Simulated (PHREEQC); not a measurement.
Consider water at 46 °C with 0.073 mol/kgw HF and 0.001 mol/kgw NH4HF2. Closed to the air; pH follows from the charge balance.

Equilibrium calculation in PHREEQC: ion-association model, phreeqc.dat.

Each row changes one thing in this solution. Precipitation was switched off in this run.

```tsv
case	pH	ionic strength (mol/kgw)	HF (mol/kgw)	F- (mol/kgw)	HF2- (mol/kgw)	NH3 (mol/kgw)
as made	2.24	0.00728	0.0661	0.00567	0.00161	3.56e-10
HF left out	3.58	0.00128	0.000720	…	3.93e-6	8.19e-9
0.067 mol/kgw HCl added	1.25	0.0680	0.0737	0.000768	0.000243	3.07e-11
diluted 5-fold with water	2.63	0.00265	0.0122	0.00252	0.000132	1.84e-10
0.015 mol/kgw NH3 added	2.72	0.0181	0.0535	0.0147	0.00338	1.65e-8
0.027 mol/kgw NaOH added	3.04	0.0288	0.0416	0.0244	0.00436	2.05e-9
temperature from 46 to 60 °C	2.30	0.00646	0.0671	0.00499	0.00147	…
diluted 100-fold with water	3.41	0.000407	0.000342	0.000407	…	5.71e-11
```

Problem. Some entries are withheld; supply them.

Solution. 
- HF left out, F- (mol/kgw): 0.00127
- temperature from 46 to 60 °C, NH3 (mol/kgw): 9.30e-10
- diluted 100-fold with water, HF2- (mol/kgw): 5.97e-7

Away from 25 °C the constants follow the database's enthalpies or fits; those with neither stay at their 25 °C values.
